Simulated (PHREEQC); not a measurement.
1 kg of water holding 0.016 mol/kgw Na2CO3, 0.36 mol/kgw KCl, 0.035 mol/kgw Na2SO4 and 0.035 mol/kgw NaCl is evaporated at 30 °C; the solids stay in contact with the brine. No CO2 enters from the air. Only these solids could form: Arcanite, Burkeite, Glaserite, Halite, Kalicinite, Mirabilite, Misenite, Nahcolite, Natron, Sylvite, Thenardite, Trona.

The series has 28 steps of water left (kg), from 1 to 0.005034.

Computed with PHREEQC (Pitzer model, pitzer.dat).

Q: Which solids form, in which order, and at which step of the series does each first stand?

A: Arcanite from water left = 0.1156 kg (pH 11.12), last present at water left = 0.0642 kg; Sylvite from water left = 0.0642 kg (pH 11.26); Glaserite from water left = 0.05277 kg (pH 11.31); Halite from water left = 0.01981 kg (pH 11.44).
